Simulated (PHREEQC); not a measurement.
PHREEQC input (Pitzer model, pitzer.dat):

```
SOLUTION 1
  temp 25
  units mol/kgw
  pH 7 charge
  C(4) 0.36
  Na 0.842
  Cl 0.112
  K 0.1
  S(6) 0.13
END
USE solution 1
INCREMENTAL_REACTIONS false
REACTION 1
  H2O -1
  0 9.886 18.011 24.689 30.178 34.689 38.397 41.444
  43.949 46.007 47.699 49.089 50.232 51.172 51.944 52.578
  53.1 53.528 53.88 moles
EQUILIBRIUM_PHASES 1
  Arcanite 0 0
  Burkeite 0 0
  Glaserite 0 0
  Halite 0 0
  Kalicinite 0 0
  Mirabilite 0 0
  Misenite 0 0
  Nahcolite 0 0
  Natron 0 0
  Sylvite 0 0
  Thenardite 0 0
  Trona 0 0
  CO2(g) -3.4 10
SELECTED_OUTPUT 1
  -reset false
  -pH true
  -pe true
  -ionic_strength true
  -water true
  -activities H2O
  -totals C Cl K Na S
  -molalities H+ Na+ K+ Cl- CO3-2 SO4-2 OH- HCO3- CO2 HSO4-
  -equilibrium_phases Arcanite Burkeite Glaserite Halite Kalicinite Mirabilite Misenite Nahcolite Natron Sylvite
    Thenardite Trona
PRINT
  -reset false
END
```

Selected output (columns that matter, 13 of 19 rows; water left (kg) added in front):

```
water left (kg)	pH	mu	C	Cl	K	Na	S	m_H+	m_Na+	m_K+	la_H2O	Glaserite	Thenardite	Trona
1.00038	9.9557	1.3028	0.33847	0.11196	0.099962	0.84168	0.12995	2.3927e-10	0.84168	0.099962	-0.0090269	0	0	0
0.676059	9.9935	1.941	0.48766	0.16567	0.14792	1.2455	0.19229	2.3407e-10	1.2455	0.14792	-0.012909	0	0	0
0.555817	10.01	2.3677	0.58633	0.20151	0.17992	1.5149	0.23389	2.3027e-10	1.5149	0.17992	-0.015471	0	0	0
0.456988	10.026	2.8872	0.70577	0.24508	0.21882	1.8425	0.28447	2.2456e-10	1.8425	0.21882	-0.018598	0	0	0
0.309012	10.053	4.2872	1.0263	0.36245	0.32361	2.7248	0.4207	2.033e-10	2.7248	0.32361	-0.02732	0	0	0
0.20905	10.077	6.3539	1.5005	0.53576	0.47835	4.0277	0.62186	1.6254e-10	4.0277	0.47835	-0.041664	0	0	0
0.171989	10.086	7.7283	1.8187	0.6512	0.58143	4.8957	0.75586	1.3418e-10	4.8957	0.58143	-0.052524	0	0	0
0.14151	10.092	9.3945	2.2088	0.79146	0.70666	5.9501	0.91866	1.0217e-10	5.9501	0.70666	-0.067371	0	0	0
0.0927364	10.057	10.681	2.0834	1.2077	0.98211	6.6728	1.3377	6.404e-11	6.6728	0.98211	-0.083981	0.0029741	0	0.073406
0.0593418	9.965	10.956	1.5883	1.8874	0.87343	7.167	1.6496	4.7541e-11	7.167	0.87343	-0.096999	0.016056	0	0.13355
0.0470991	9.9063	11.121	1.3205	2.378	0.82542	7.4749	1.7812	3.9735e-11	7.4749	0.82542	-0.10697	0.020374	0.0053605	0.15295
0.0372284	9.882	10.581	1.1612	3.0085	0.85499	7.2822	1.5232	3.727e-11	7.2822	0.85499	-0.11318	0.022723	0.027846	0.16416
0.0225122	9.7773	9.5793	0.7397	4.9751	1.0175	7.0768	0.89428	2.7833e-11	7.0768	1.0175	-0.13789	0.025698	0.058471	0.18002
```

Species that the database lacks are ignored.
